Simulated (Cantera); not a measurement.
## Reactions in the system K-O-S

Source: NASA polynomial tables (part measured, part estimated), evaluated in Cantera. Values are per mole of reaction as written; species without (g) are pure solids or liquids, kept so even where they would boil at 1 bar.

4 SO3(g) + 6 K = S + 3 K2SO4

```tsv
T (K)	ΔH° (kJ)	ΔS° (J/K)	ΔG° (kJ)	log10 K	condensed phases
300	-2730.2	-856.3	-2473.3	430.62	K(s), S(s), K2SO4(s)
423	-2736.7	-877.6	-2365.4	292.09	K(l), S(l), K2SO4(s)
473	-2733.0	-869.4	-2321.7	256.39	K(l), S(l), K2SO4(s)
523	-2728.7	-860.9	-2278.5	227.56	K(l), S(l), K2SO4(s)
573	-2724.0	-852.3	-2235.7	203.80	K(l), S(l), K2SO4(s)
623	-2718.8	-843.6	-2193.2	183.89	K(l), S(l), K2SO4(s)
673	-2713.1	-834.8	-2151.3	166.97	K(l), S(l), K2SO4(s)
723	-2706.7	-825.6	-2109.8	152.42	K(l), S(l), K2SO4(s)
773	-2699.6	-816.1	-2068.7	139.79	K(l), S(l), K2SO4(s)
```
